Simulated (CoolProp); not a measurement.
Saturation properties of propylene glycol (Tc = 400.8 °C, pc = 72.92 bar, ω = 0.327).

The numbers come from the reference Helmholtz-energy equation of state, Eisenbach 2021 in CoolProp.

```
T (°C)  p (bar)  vapour density (kg/m³)  enthalpy of vaporisation (kJ/kg)  liquid cp (kJ/(kg K))
------  -------  ----------------------  --------------------------------  ---------------------
249.35    5.135                   9.637                             627.4                  3.722
265.25    7.288                   13.56                             605.5                  3.825
281.15    10.11                   18.74                             581.4                  3.938
297.05    13.74                   25.56                             554.8                  4.068
312.95    18.35                   34.52                             524.9                  4.224
328.85    24.13                   46.36                             490.5                  4.425
344.75    31.29                   62.30                             450.1                  4.709
```

It boils at 188.1 °C under 1 atm.
